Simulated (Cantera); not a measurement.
A freely propagating, adiabatic, planar premixed flame of 32.2 % H₂, 11.5 % O₂, 49.6 % N₂, 6.76 % H₂O, equivalence ratio 1.4, unburnt at 700 K and 82.5 Torr; mixture-averaged transport, grid criteria slope 0.08 and curve 0.16, no radiation.

Model: the H2/O2 subset of GRI-Mech 3.0, which has no nitrogen chemistry, integrated in Cantera. Burning velocities carry a grid error of a few per cent, more on coarse grids.

x: mole fraction of selected species; z is measured from the peak of heat release.

| z (mm) | T (K) | u (m/s) | x H₂ | x O₂ | x H₂O₂ | x H₂O | x OH | x O |
|---|---|---|---|---|---|---|---|---|
| -27.8 | 700 | 7.92 | 0.322 | 0.115 | <1e-8 | 0.0676 | <1e-8 | <1e-8 |
| -18.5 | 700 | 7.92 | 0.322 | 0.115 | <1e-8 | 0.0676 | <1e-8 | <1e-8 |
| -13.9 | 700 | 7.92 | 0.322 | 0.115 | <1e-8 | 0.0676 | <1e-8 | <1e-8 |
| -9.27 | 700 | 7.92 | 0.322 | 0.115 | <1e-8 | 0.0676 | <1e-8 | <1e-8 |
| -4.64 | 703 | 7.95 | 0.321 | 0.115 | ? | 0.0678 | 8.36e-6 | 6.23e-6 |
| -2.32 | 774 | 8.70 | 0.306 | 0.112 | ? | 0.0757 | 0.000177 | 0.000239 |
| 0 | 1094 | 12.0 | 0.181 | 0.0695 | ? | 0.164 | 0.00236 | 0.00533 |
| 2.32 | 1341 | 14.5 | 0.0846 | 0.0176 | ? | 0.262 | 0.00598 | 0.00829 |
| 4.64 | 1440 | 15.5 | 0.0819 | 0.0129 | ? | 0.271 | 0.00754 | 0.00809 |
| 9.27 | 1560 | 16.7 | 0.0868 | 0.0111 | ? | 0.277 | 0.00925 | 0.00754 |
| 18.5 | 1694 | 17.9 | 0.0914 | 0.00905 | ? | 0.283 | 0.0108 | 0.00648 |
| 37.1 | 1835 | 19.2 | 0.0949 | 0.00682 | ? | 0.292 | 0.0117 | 0.00502 |
| 74.2 | 1971 | 20.4 | 0.0970 | 0.00465 | ? | 0.302 | 0.0115 | 0.00345 |

Problem. Complete the blanks.

Solution. 
- -4.64, x H₂O₂: 1.36e-7
- -2.32, x H₂O₂: 2.21e-7
- 0, x H₂O₂: 3.88e-7
- 2.32, x H₂O₂: 5.15e-7
- 4.64, x H₂O₂: 4.70e-7
- 9.27, x H₂O₂: 3.38e-7
- 18.5, x H₂O₂: 1.96e-7
- 37.1, x H₂O₂: 1.02e-7
- 74.2, x H₂O₂: 5.38e-8
